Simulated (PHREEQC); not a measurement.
A solution holds 0.15 mol/kgw NH4BF4 and 0.00034 mol/kgw (CH3)4NF, at 18 °C. Closed to the air; pH follows from the charge balance.

All values are PHREEQC results (ion-association model, wateq4f.dat), not measurements.

No solid was allowed to form.

Question: Predict the pH.

Answer: pH 2.68.

Question: In which forms is F present?

Answer: BF4- 95 %, BF3OH- 3.0 %, HF 1.2 %, F- 0.6 % of the F.

(CH3)4N+ isn't in the database: it is added as a free cation with an ion size of 4 Å. Real BF4- forms and hydrolyses slowly; the run takes it at equilibrium.
